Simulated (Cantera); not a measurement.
Input: 1 mol AlCl₃, 2 mol HCl, 6.9 mol H₂, at 1125 K and 100000 Pa.

Equilibrium computed with Cantera from the NASA thermochemical tables; the gas is ideal and each condensed phase is pure. Candidate condensed phases: Al, AlCl₃; 12 gas species. Rates play no part.

Base state: H₂ 0.697, HCl 0.202, AlCl₃ 0.101, Al₂Cl₆ 0.000219 (mole fractions); condensed: gas only.

**Question.** What changes in the equilibrium state with this change: temperature from 1125 K to 973 K?

**Answer.** 
```
species    before    after
-------  --------  -------
H₂          0.697    0.698
HCl         0.202    0.202
AlCl₃       0.101   0.0983
Al₂Cl₆   0.000219  0.00141
```
